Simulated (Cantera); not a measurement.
An isothermal, constant-pressure homogeneous reactor starts with H₂ : O₂ : N₂ = 1.2 : 1 : 16 (molar parts), equivalence ratio 0.60, at 1025 K and 285 Torr.

Model: GRI-Mech 3.0 (53 species, 325 reactions), integrated in Cantera. The temperature is held fixed by assumption; the heat of reaction is taken as removed at once.

x: mole fraction; the columns are a selection and need not sum to one.

| t (s) | x H₂ | x O₂ | x HO₂ | x NO₂ | x H₂O₂ |
|---|---|---|---|---|---|
| 2.00e-6 | 0.0659 | 0.0549 | 3.93e-12 | <1e-12 | <1e-12 |
| 1.03e-5 | 0.0659 | 0.0549 | 2.06e-11 | <1e-12 | <1e-12 |
| 5.28e-5 | 0.0659 | 0.0549 | 1.19e-10 | <1e-12 | <1e-12 |
| 0.000271 | 0.0659 | 0.0549 | 3.12e-9 | <1e-12 | 5.38e-12 |
| 0.00139 | (withheld) | (withheld) | (withheld) | 5.98e-11 | (withheld) |
| 0.00717 | 0.000228 | 0.0228 | 3.71e-6 | 1.19e-8 | 6.00e-7 |
| 0.0368 | 1.82e-5 | 0.0227 | 5.76e-7 | 6.12e-8 | 1.09e-7 |
| 0.189 | 4.41e-7 | 0.0227 | 2.46e-8 | 6.09e-8 | 1.26e-8 |
| 0.973 | 8.82e-9 | 0.0227 | 1.94e-9 | 2.03e-8 | 1.71e-9 |
| 5.00 | 1.21e-9 | 0.0227 | 3.53e-10 | 6.50e-9 | 3.09e-10 |

Q: Some entries are withheld; supply them.

A: 
- 0.00139, x H₂: 0.0105
- 0.00139, x O₂: 0.0289
- 0.00139, x HO₂: 1.02e-5
- 0.00139, x H₂O₂: 1.07e-6
